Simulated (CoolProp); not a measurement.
Vapour pressure (MPa) of nitrogen: the reference equation beside estimates from Tc = 126.2 K, pc = 3.396 MPa, ω = 0.037. Clausius-Clapeyron is anchored at 95.6 K with a constant enthalpy of vaporisation of 4.769 kJ/mol.

The numbers come from the reference Helmholtz-energy equation of state, Span 2000 in CoolProp.

```
T (K)  reference  Lee-Kesler  Clausius-Clapeyron  van der Waals  Redlich-Kwong  Soave-Redlich-Kwong  Peng-Robinson
-----  ---------  ----------  ------------------  -------------  -------------  -------------------  -------------
79.3      0.1267      0.1262              0.1649         0.3833         0.1112               0.1254         0.1279
81.6      0.1625      0.1621              0.2021         0.4485         0.1464               0.1614         0.1638
84        0.2076      0.2073              0.2471         0.5240         0.1913               0.2067         0.2088
86.3      0.2589      0.2588              0.2964         0.6038         0.2432               0.2584         0.2601
88.6      0.3191      0.3192              0.3522         0.6912         0.3045               0.3191         0.3203
91        0.3923      0.3925              0.4178         0.7908         0.3797               0.3932         0.3936
93.3      0.4733      0.4737              0.4880         0.8946         0.4634               0.4752         0.4746
95.6      0.5658      0.5663              0.5658          1.007         0.5594               0.5691         0.5674
98        0.6756      0.6761              0.6554          1.133         0.6736               0.6807         0.6775
100.3     0.7946      0.7948              0.7495          1.263         0.7973               0.8016         0.7970
102.6     0.9279      0.9277              0.8520          1.402         0.9359               0.9372         0.9310
104.9      1.076       1.076              0.9631          1.551          1.090                1.088          1.081
107.3      1.249       1.248               1.088          1.716          1.269                1.264          1.254
109.6      1.432       1.430               1.218          1.884          1.458                1.450          1.439
```

Absolute difference from the reference over all 14 rows, mean and median: Lee-Kesler 0.1 and 0.1 %, Clausius-Clapeyron 11.7 and 10.4 %, van der Waals 95.7 and 83.5 %, Redlich-Kwong 3.8 and 2.0 %, Soave-Redlich-Kwong 0.7 and 0.7 %, Peng-Robinson 0.5 and 0.4 %.
